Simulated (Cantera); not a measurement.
Feed: 1 mol Zr, 0.78 mol H2O.

Equilibrium computed with Cantera from the NASA thermochemical tables; the gas is ideal and each condensed phase is pure. Candidate condensed phases: H2O, Zr, ZrO2; 12 gas species. Mutual solubility and eutectic melting of coexisting phases are not modelled. Condensed phases not in the tables: N, O or C dissolved in the metal. Kinetics and transport are ignored.

Stable condensed phases, one row left out:

```
T in K \ P in Pa
            0.10    0.60     3.6      22     130     770    4600   28000  170000 1000000
   2623        A       A       A       B       C       C       C       C       C       C
   2423        A       A       B       C       C       C       C       C       C       C
   2323        A       B       C       C       C       C       C       C       C       C
   2223        A       C       C       C       C       C       C       C       C       C
   2123        B       C       C       C       C       C       C       C       C       C
   2023        C       C       C       C       C       C       C       C       C       C
   1923        C       C       C       C       C       C       C       C       C       C
   1823        C       C       C       C       C       C       C       C       C       C
   1723        C       C       C       C       C       C       C       C       C       C
   1623        C       C       C       C       C       C       C       C       C       C
   1523        C       C       C       C       C       C       C       C       C       C
   1423        C       C       C       C       C       C       C       C       C       C
   1323        C       C       C       C       C       C       C       C       C       C
```

A: gas only; B: Zr; C: Zr + ZrO2.

Task: Give the row for 2523 K.

Result: 0.10: gas only; 0.60: gas only; 3.6: gas only; 22: Zr; 130: Zr + ZrO2; 770: Zr + ZrO2; 4600: Zr + ZrO2; 28000: Zr + ZrO2; 170000: Zr + ZrO2; 1000000: Zr + ZrO2.
